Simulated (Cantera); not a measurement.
Low-pressure radical oxidation in H2/O2

An isothermal, constant-pressure homogeneous reactor starts with 0.794 % H2, 99.2 % O2, equivalence ratio 0.0040, at 1125 K and 19.5 Torr.

Detailed kinetics in Cantera: the H2/O2 subset of GRI-Mech 3.0, which has no nitrogen chemistry. Radical loss at walls, strong at low pressure, is not modelled.

```csv
t (s),x H2,x O2,x H2O2,x OH,x H2O
2.00e-6,0.00794,0.992,<1e-12,<1e-12,<1e-12
5.97e-6,0.00794,0.992,<1e-12,1.66e-12,<1e-12
1.78e-5,0.00794,0.992,<1e-12,1.30e-11,<1e-12
5.32e-5,0.00794,0.992,<1e-12,8.30e-11,6.92e-12
0.000159,0.00794,0.992,<1e-12,3.97e-10,1.09e-10
0.000474,0.00794,0.992,<1e-12,1.89e-9,1.50e-9
0.00141,0.00794,0.992,2.00e-12,2.47e-8,3.81e-8
0.00422,0.00789,0.992,1.72e-10,2.04e-5,3.57e-5
0.0126,4.59e-5,0.986,3.80e-8,0.000507,0.00750
0.0376,1.63e-5,0.988,2.93e-8,0.000350,0.00770
0.112,5.57e-6,0.991,2.57e-8,0.000206,0.00784
0.335,1.09e-6,0.992,1.71e-8,9.30e-5,0.00792
1.00,1.64e-7,0.992,7.10e-9,3.68e-5,0.00795
```
x: mole fraction; the columns are a selection and need not sum to one.

Equilibrium at this temperature and pressure: H2 1.20e-10, O2 0.992, H2O2 1.50e-11, OH 1.05e-6, H2O 0.00797 (gas phase only).
